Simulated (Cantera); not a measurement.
A closed system holds: 1 mol SiO2, 2.8 mol H2, 3.2 mol H2O, equilibrated at 0.550 bar.

Method: chemical equilibrium by Gibbs-energy minimisation in Cantera with the NASA 1993 tables (ideal gas, pure condensed phases). Candidate condensed phases: H2O, Si, SiO2; 18 gas species. The tables hold silica as quartz up to 1696 K and as liquid above; real silica turns to tridymite and cristobalite and melts near 1996 K. Gases not in the tables: Si(OH)4. Equilibrium is a limit: real reactors are often held back by kinetics, nucleation or transport.

Which condensed phases are stable at each of these points (T (K)): 1475, 1500, 1525, 1550, 1575, 1600, 1625, 1650, 1675, 1700, 1725?


```
T (K)  condensed phases  Si condensed (%)
-----  ----------------  ----------------
1475     SiO2(β-quartz)             100.0
1500     SiO2(β-quartz)             100.0
1525     SiO2(β-quartz)             100.0
1550     SiO2(β-quartz)             100.0
1575     SiO2(β-quartz)             100.0
1600     SiO2(β-quartz)             100.0
1625     SiO2(β-quartz)             100.0
1650     SiO2(β-quartz)             100.0
1675     SiO2(β-quartz)             100.0
1700    SiO2(condensed)             100.0
1725    SiO2(condensed)             100.0
```

From 1475 K to 1675 K the condensed part is SiO2(β-quartz). From 1700 K to 1725 K the condensed part is SiO2(condensed).
